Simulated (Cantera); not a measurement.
Cantera run:

```python
import numpy as np
import cantera as ct

gas_names = """
    H HO2 H2 H2O H2O2 Hg O OH O2 O3
""".split()
cond_names = """
    H2O(s) H2O(L) Hg(cr) Hg(L) HgO(s)
""".split()


# ... load() reads the species with a 1 bar reference pressure and builds the phases ...
atoms = {
    'Hg': {'Hg': 1},
    'O2': {'O': 2},
    'H2': {'H': 2},
}
top_T = {}  # K; cautious upper limits of use, not melting points


# ... equilibrate(T, P, feed) seeds the gas with the atoms and calls Mixture.equilibrate('TP', solver="vcs", rtol=1e-11, max_steps=5000) ...
results = []
feed = {'Hg': 1, 'O2': 0.17, 'H2': 26}  # mol
T = 1623.15  # K
P = 2900  # Pa
mix = equilibrate(T, P, feed)
results.append((T, P, feed, dict(zip(mix.species_names, mix.species_moles))))
print(gas.report(threshold=1e-06))
for i in range(1, mix.n_phases):
    print(f"{mix.phase(i).name:16s} {mix.phase_moles(i):12.5e} mol")
```

Output:

```
       temperature   1623.2 K
          pressure   2900 Pa
           density   0.0020565 kg/m^3
  mean mol. weight   9.5702 kg/kmol
   phase of matter   gas

                          1 kg             1 kmol
                     ---------------   ---------------
          enthalpy        4.1125e+06        3.9358e+07  J
   internal energy        2.7023e+06        2.5862e+07  J
           entropy             22442        2.1478e+05  J/K
    Gibbs function       -3.2315e+07       -3.0926e+08  J
 heat capacity c_p            3405.2             32588  J/K
 heat capacity c_v            2536.4             24274  J/K

                      mass frac. Y      mole frac. X     chem. pot. / RT
                     ---------------   ---------------   ---------------
                 H         4.173e-05         0.0003962           -11.214
                H2           0.20012           0.94998           -22.427
               H2O          0.023699           0.01259           -52.427
                Hg           0.77614           0.03703           -25.528
     [   +6 minor]        3.9097e-07        2.2001e-07

Hg(L)             0.00000e+00 mol
```

Method: chemical equilibrium by Gibbs-energy minimisation in Cantera with the NASA 1993 tables (ideal gas, pure condensed phases).
